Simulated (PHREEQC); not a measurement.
A solution holds 180 mmol/kgw LiBr, at 25 °C. It is in equilibrium with CO2 at log p = -3.4 (atm). Otherwise closed; pH follows from the charge balance.

The numbers come from PHREEQC with the Pitzer model, pitzer.dat.

Question: The ionic strength comes out as 0.180 mol/kgw. What activity coefficients do Li+, H+, Br-, HCO3- get?

Answer: Li+ 0.81, H+ 0.83, Br- 0.72, HCO3- 0.64. Single-ion values are on the MacInnes scale.

This is a speciation only: nothing precipitates in the calculation.
